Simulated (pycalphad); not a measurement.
CALPHAD calculation (pycalphad, COST 507 light-alloy database (1999)), 1 atm. The data set is of 1999 and partly superseded. The system is extrapolated from its subsystems; higher-order compounds may be missing. Amounts are mole fractions of atoms. Kinetics are ignored, which matters at the lower temperatures.

Question: Give the equilibrium state of Ti-0.24V-1.04Si (at.%) at 327 °C.

Answer: hcp, fraction 0.969, with 0.25 V, 0.28 Si at.%; SITI3, fraction 0.031, with no V, 25.0 Si at.%.

Question: Give the equilibrium state of Ti-0.24V-1.04Si (at.%) at 1577 °C.

Answer: bcc, fraction 0.916, with 0.24 V, 0.67 Si at.%; liquid, fraction 0.084, with 0.29 V, 5.1 Si at.%.

Database names, with the compositions (at.%) that they take in these runs: SITI3: Ti 75 Si 25. An entry "none" or "no" means that the model of the phase leaves that element out.
